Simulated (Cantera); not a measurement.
A perfectly stirred reactor is fed with CH4 : CO : O2 : N2 = 1 : 0.041 : 1.35 : 13.5 (molar parts), at 5.00 bar; it is adiabatic with a 723 K inlet, and is followed from long to short residence time, starting on the burning branch (τ in s: 0.25, 0.081, 0.026, 0.0084, 0.0027, 0.00087, 0.00028, 9e-05, 2.9e-05, 9.3e-06).

Computed with Cantera and GRI-Mech 3.0 (53 species, 325 reactions).

Task: Predict: blow-out, bracketed by the residence times tried; x(CH4) at τ = 0.250 s; x(CO) at τ = 0.250 s; x(O2) at τ = 0.250 s; x(O) at τ = 0.250 s; x(CO2) at τ = 0.250 s; x(CH4) at τ = 0.870 ms; x(CO) at τ = 0.870 ms; x(O2) at τ = 0.870 ms.

Result: 
- blow-out, bracketed by the residence times tried: burning at 26.0 ms, out at 8.40 ms
- x(CH4) at τ = 0.250 s: 0.00706
- x(CO) at τ = 0.250 s: 0.0246
- x(O2) at τ = 0.250 s: 0.00128
- x(O) at τ = 0.250 s: 4.25e-8
- x(CO2) at τ = 0.250 s: 0.0279
- x(CH4) at τ = 0.870 ms: 0.0629
- x(CO) at τ = 0.870 ms: 0.00258
- x(O2) at τ = 0.870 ms: 0.0850
